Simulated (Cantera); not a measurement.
A closed system holds: 1 mol MgO, 1.9 mol Br2, 3.2 mol N2, equilibrated at 58.0 mbar.

Equilibrium computed with Cantera from the NASA thermochemical tables; the gas is ideal and each condensed phase is pure. Candidate condensed phases: Br2, Mg, MgBr2, MgO; 17 gas species. The numbers say what is thermodynamically allowed, not how fast it happens.

Q: At 1500 K, list the 5 most abundant gas species with their mole fractions, and the condensed phases.

A: N2 0.503, Br 0.385, Br2 0.0960, MgBr2 0.0107, O2 0.00525. Condensed: MgO(s).
